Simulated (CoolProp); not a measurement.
Ethylene along the isotherm 299.6 K: density (kg/m³) from the reference equation and from simpler models built on Tc = 282.4 K, pc = 5.042 MPa, ω = 0.087; each cubic takes its own stable root.

The numbers come from the reference Helmholtz-energy equation of state, Smukala 2000 in CoolProp.

```
p (MPa)          phase  reference  ideal gas  Peng-Robinson
-------  -------------  ---------  ---------  -------------
2.8                gas      38.23          …          39.11
5.6      supercritical      110.5      63.07          114.8
8.4      supercritical          …      94.60          272.9
11.2     supercritical      340.7      126.1          334.5
14       supercritical      366.3      157.7          369.0
16.8     supercritical      383.9      189.2              …
19.6     supercritical      397.5      220.7          412.8
22.4     supercritical      408.7      252.3          428.6
25.2     supercritical      418.2      283.8          442.1
```

Complete the blanks.


- 2.8, ideal gas: 31.53
- 8.4, reference: 289.4
- 16.8, Peng-Robinson: 393.6
